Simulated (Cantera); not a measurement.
## Ignition delay

Mixture: 7.96 % CH₄, 11.9 % CO, 16.9 % O₂, 63.2 % N₂, at 6380 Torr, adiabatic and at constant pressure. Ignition delay is the time to a rise of 400 K.

Cantera simulation using GRI-Mech 3.0 (53 species, 325 reactions); the numbers are that mechanism's predictions, not measurements.

| T0 (K) | delay (ms) |
|---|---|
| 1150 | 28.7 |
| 1225 | 9.13 |
| 1300 | 3.22 |
| 1375 | 1.23 |
| 1450 | 0.506 |
| 1525 | 0.223 |

- apparent activation energy between 1375 and 1525 K = 200 kJ/mol
